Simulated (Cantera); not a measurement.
An adiabatic, constant-pressure homogeneous reactor starts with CH₄ : O₂ : N₂ = 1 : 0.8 : 3.01 (molar parts), at 1200 K and 5.60 bar.

Computed with Cantera and GRI-Mech 3.0 (53 species, 325 reactions).

x: mole fraction; the columns are a selection and need not sum to one.

| t (s) | T (K) | x CH₄ | x O₂ | x HCO | x CO₂ | x HO₂ | x H | x NO |
|---|---|---|---|---|---|---|---|---|
| 9.00e-6 | 1200 | 0.208 | 0.166 | <1e-12 | <1e-12 | 7.74e-8 | 1.54e-11 | <1e-12 |
| 2.20e-5 | 1200 | 0.208 | 0.166 | <1e-12 | <1e-12 | … | 3.10e-11 | <1e-12 |
| 5.38e-5 | 1200 | 0.208 | 0.166 | <1e-12 | 1.49e-12 | 3.87e-7 | 8.99e-11 | <1e-12 |
| 0.000131 | 1200 | 0.208 | 0.166 | <1e-12 | 4.12e-11 | 6.80e-7 | 3.59e-10 | <1e-12 |
| 0.000321 | 1200 | 0.208 | 0.166 | 5.41e-12 | 9.03e-10 | 7.53e-7 | 9.89e-10 | <1e-12 |
| 0.000785 | 1200 | 0.208 | 0.166 | 2.63e-11 | 5.89e-9 | 8.67e-7 | 1.34e-9 | <1e-12 |
| 0.00192 | 1201 | 0.208 | 0.166 | 9.29e-11 | 2.51e-8 | 1.32e-6 | 2.15e-9 | <1e-12 |
| 0.00469 | 1203 | 0.207 | 0.166 | 4.00e-10 | 2.16e-7 | 2.82e-6 | 5.65e-9 | <1e-12 |
| 0.0115 | 1227 | 0.202 | 0.162 | … | … | … | … | <1e-12 |
| 0.0280 | 2022 | 0.00200 | 3.23e-9 | 1.12e-7 | 0.0129 | 6.65e-12 | 0.000389 | 1.78e-6 |
| 0.0685 | 2007 | 0.000126 | 2.16e-9 | 1.08e-7 | 0.0121 | 4.28e-12 | 0.000358 | 2.09e-6 |
| 0.167 | 2006 | 5.08e-8 | 2.14e-9 | 1.08e-7 | 0.0120 | 4.24e-12 | 0.000358 | 2.10e-6 |
| 0.409 | 2006 | 3.35e-8 | 2.13e-9 | 1.08e-7 | 0.0120 | 4.24e-12 | 0.000358 | 1.92e-6 |
| 1.00 | 2006 | 3.34e-8 | 2.13e-9 | 1.08e-7 | 0.0120 | 4.24e-12 | 0.000358 | 1.58e-6 |

### Question
Fill in the missing entries.

### Answer

- 2.20e-5, x HO₂: 1.80e-7
- 0.0115, x HCO: 6.33e-9
- 0.0115, x CO₂: 1.91e-5
- 0.0115, x HO₂: 1.36e-5
- 0.0115, x H: 6.17e-8
